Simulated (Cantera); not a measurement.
Feed: 1 mol Si, 0.0019 mol H₂O, 420 mol N₂, held at 0.00160 bar.

Equilibrium computed with Cantera from the NASA thermochemical tables; the gas is ideal and each condensed phase is pure. Candidate condensed phases: H₂O, Si, SiO₂, Si₂N₂O, Si₃N₄; 35 gas species. N₂ is the only nitrogen source here; it is nearly inert below about 1500 K, so the nitride shown seldom forms there in practice. Mutual solubility and eutectic melting of coexisting phases are not modelled. The tables' values for SiN are old estimates; treat these amounts as uncertain. The numbers say what is thermodynamically allowed, not how fast it happens.

x: gas mole fraction; n: condensed amount in mol.

```tsv
T (K)	x N₂	x Si	x SiN	x Si₂N	x H	n Si₂N₂O(s)	n Si₃N₄(s)	n Si(l)
1150	1.000	<1e-12	<1e-12	<1e-12	3.97e-9	0.00190	0.332	0
1250	1.000	9.55e-12	1.76e-12	<1e-12	2.57e-8	0.00189	0.332	0
1350	1.000	1.33e-9	1.39e-10	1.83e-12	1.26e-7	0.00150	0.332	0
1450	1.000	…	5.98e-9	…	…	0	0.333	0
1550	1.000	…	1.57e-7	…	…	0	0.332	0
1650	1.000	9.55e-5	2.75e-6	2.76e-6	3.71e-6	0	0.318	0
1750	0.999	0.000938	1.93e-5	3.29e-5	6.49e-6	0	0	0.562
1850	0.998	0.00226	3.46e-5	2.95e-5	8.23e-6	0	0	0
1950	0.998	0.00232	2.73e-5	5.88e-6	8.82e-6	0	0	0
2050	0.998	0.00234	2.17e-5	1.32e-6	8.97e-6	0	0	0
```

Problem. Some entries are withheld; supply them.

Solution. 
- 1550, x Si: 3.75e-6
- 1550, x Si₂N: 4.50e-8
- 1550, x H: 1.53e-6
- 1450, x Si: 9.34e-8
- 1450, x Si₂N: 4.10e-10
- 1450, x H: 4.89e-7
